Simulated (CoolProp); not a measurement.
Carbon monoxide at 218 K and 0.621 MPa is throttled through a valve to 0.261 MPa with no heat exchange. Each further row changes one setting.

Values from CoolProp's reference Helmholtz-energy equation of state, Lemmon 2006. It is a short technical equation, of lower accuracy than the large ones.

```csv
case,temperature change (K),final density (kg/m³)
as stated,-1.6,4.08
outlet pressure 0.0783 MPa,-2.5,1.23
outlet pressure 0.339 MPa,-1.3,5.30
```
